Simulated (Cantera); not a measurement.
An isothermal, constant-pressure homogeneous reactor starts with H2 : O2 : H2O = 0.13 : 1 : 0.055 (molar parts), equivalence ratio 0.065, at 1350 K and 940 Pa.

Model: the H2/O2 subset of GRI-Mech 3.0, which has no nitrogen chemistry, integrated in Cantera. Radical loss at walls, strong at low pressure, is not modelled. The temperature is held fixed by assumption; the heat of reaction is taken as removed at once.

x: mole fraction; the columns are a selection and need not sum to one.

```tsv
t (s)	x H2	x O2	x H2O	x O	x H2O2
3.00e-6	0.110	0.844	0.0464	8.39e-11	<1e-12
9.03e-6	0.110	0.844	0.0464	7.13e-10	<1e-12
2.72e-5	0.110	0.844	0.0464	5.51e-9	5.97e-12
8.18e-5	0.110	0.844	0.0464	3.99e-8	5.36e-11
0.000246	0.110	0.844	0.0464	5.32e-7	4.74e-10
0.000742	0.109	0.843	0.0468	0.000235	4.51e-9
0.00223	0.00497	0.768	0.133	0.0573	1.39e-7
0.00672	0.00451	0.773	0.136	0.0526	1.39e-7
0.0202	[?]	0.788	0.143	[?]	1.40e-7
0.0609	0.00177	0.812	0.155	0.0191	1.25e-7
0.183	0.000394	0.829	0.162	0.00413	7.28e-8
0.552	5.51e-5	0.834	0.164	0.000573	2.75e-8
1.66	8.71e-6	0.835	0.165	9.07e-5	9.07e-9
5.00	[?]	0.835	0.165	[?]	[?]
```

Problem. Some entries are withheld; supply them.

Solution. 
- 0.0202, x H2: 0.00356
- 0.0202, x O: 0.0401
- 5.00, x H2: 1.81e-6
- 5.00, x O: 1.89e-5
- 5.00, x H2O2: 3.09e-9
